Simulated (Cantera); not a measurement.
Input: 1 mol SiC, 0.01 mol H₂O, 7.6 mol N₂, equilibrated at 825 °C.

Cantera equilibrium calculation (NASA polynomials, part measured and part estimated; ideal gas, pure solids and liquids). Candidate condensed phases: C, C₆H₆, C₇H₈, C₈H₁₈, H₂O, Si, SiC, SiO₂, Si₂N₂O, Si₃N₄; 151 gas species. N₂ is the only nitrogen source here; it is nearly inert below about 1500 K, so the nitride shown seldom forms there in practice. Mutual solubility and eutectic melting of coexisting phases are not modelled. Rates play no part.

Which condensed phases are stable at each of these points (P (Pa)): 0.100, 2.50, 63, 1600, 40000, 1000000?


```json
[
 {"P (Pa)": "0.100", "condensed phases": "SiC(s) + Si₂N₂O(s)", "Si condensed (%)": "100.0"},
 {"P (Pa)": "2.50", "condensed phases": "C(graphite) + SiC(s) + Si₂N₂O(s)", "Si condensed (%)": "100.0"},
 {"P (Pa)": "63", "condensed phases": "C(graphite) + Si₂N₂O(s) + Si₃N₄(s)", "Si condensed (%)": "100.0"},
 {"P (Pa)": "1600", "condensed phases": "C(graphite) + Si₂N₂O(s) + Si₃N₄(s)", "Si condensed (%)": "100.0"},
 {"P (Pa)": "40000", "condensed phases": "C(graphite) + Si₂N₂O(s) + Si₃N₄(s)", "Si condensed (%)": "100.0"},
 {"P (Pa)": "1000000", "condensed phases": "C(graphite) + Si₂N₂O(s) + Si₃N₄(s)", "Si condensed (%)": "100.0"}
]
```

At 1.00e-6 bar the condensed part is SiC(s) + Si₂N₂O(s). At 2.50e-5 bar the condensed part is C(graphite) + SiC(s) + Si₂N₂O(s). From 0.000630 bar to 10.0 bar the condensed part is C(graphite) + Si₂N₂O(s) + Si₃N₄(s).
